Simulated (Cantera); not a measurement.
**Thermodynamics of hydrogen reduction and annealing atmospheres, feed PbS + H2 + N2**

Input: 1 mol PbS, 54 mol H2, 4.7 mol N2, held at 1775 K and 10.0 Torr.

Cantera equilibrium calculation (NASA polynomials, part measured and part estimated; ideal gas, pure solids and liquids). Candidate condensed phases: Pb, PbS, S; 18 gas species. Equilibrium is a limit: real reactors are often held back by kinetics, nucleation or transport.

The x(H2) is 0.892. The x(N2) is 0.0783. The x(Pb) is 0.0131. The x(H2S) is 0.00603, the x(PbS) comes out as 0.00354 and the x(S2) is 0.00247. The x(H) is 0.00237 and the x(SH) comes out as 0.00191. The x(S) is 0.000260 and the gas amount is 59.99 mol. The log10 activity of Pb(l) (absent) comes out as -3.12 and the log10 activity of S(l) (absent) is -3.69.
